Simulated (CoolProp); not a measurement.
Values from CoolProp's reference Helmholtz-energy equation of state, Guder 2009.

Question: Give the vapour pressure (MPa), liquid density (kg/m³), vapour density (kg/m³), liquid cp (kJ/(kg K)) of saturated sulfur hexafluoride at 267.7 K.

Answer: 
```csv
T (K),p (MPa),liquid density (kg/m³),vapour density (kg/m³),liquid cp (kJ/(kg K))
267.7,1.07,1600,88.9,1.01
```
